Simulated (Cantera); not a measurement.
Mixture: CH4 : O2 : N2 = 1 : 3.85 : 14.5 (molar parts), at 18.0 bar, adiabatic and at constant volume. Ignition delay is the time to a rise of 400 K.

Detailed kinetics in Cantera: GRI-Mech 3.0 (53 species, 325 reactions). The pressure lies above the range GRI-Mech 3.0 was tuned for (to about 10 atm).

Predict: delay at 1175 K; delay at 1375 K; delay at 1575 K; delay at 1775 K; delay at 1975 K; apparent activation energy between 1875 and 2075 K.


```
Property                                                Result
--------------------------------------------------  ----------
delay at 1175 K                                        2.61 ms
delay at 1375 K                                       0.271 ms
delay at 1575 K                                        44.7 µs
delay at 1775 K                                        10.3 µs
delay at 1975 K                                        3.17 µs
apparent activation energy between 1875 and 2075 K  170 kJ/mol
```
